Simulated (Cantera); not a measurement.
Charge: 1 mol Si3N4, 0.0014 mol H2O, 33 mol H2, 0.21 mol CO2, at 1752 °C and 0.540 Pa.

These are equilibrium values from Cantera (NASA tables, ideal gas, pure condensed phases), not measurements of a reactor. Candidate condensed phases: C, C6H6, C7H8, C8H18, H2O, Si, SiC, SiO2, Si2N2O, Si3N4; 151 gas species. Kinetics and transport are ignored.

Base state: H 0.514, H2 0.385, Si 0.0542, N2 0.0389, SiO 0.00411, CO 0.00408, SiH 5.00e-5 (mole fractions); condensed: gas only.

**Question.** What changes in the equilibrium state with this change: temperature from 1752 °C to 1300 °C?

**Answer.** 
```tsv
species	before	after
H2	0.385	0.906
N2	0.0389	0.0554
H	0.514	0.0167
Si	0.0542	0.0102
SiO	0.00411	0.0113
Si2C	1.13e-7	2.69e-5
CO	0.00408	0.000394
Si2	2.99e-6	2.15e-5
SiH	5.00e-5	5.44e-5
Si(s), mol	0	2.02
SiC(s), mol	0	0.195
```
Mutual solubility and eutectic melting of coexisting phases are not modelled.

**Question.** What changes in the equilibrium state with this change: pressure from 0.540 Pa to 2.40 Pa?

**Answer.** 
```json
[
 {"species": "H2", "before": "0.385", "after": "0.584"},
 {"species": "H", "before": "0.514", "after": "0.300"},
 {"species": "Si", "before": "0.0542", "after": "0.0618"},
 {"species": "N2", "before": "0.0389", "after": "0.0445"},
 {"species": "HCN", "before": "1.63e-6", "after": "1.08e-5"},
 {"species": "Si2", "before": "2.99e-6", "after": "1.73e-5"}
]
```
The tables' values for SiN are old estimates; treat these amounts as uncertain.
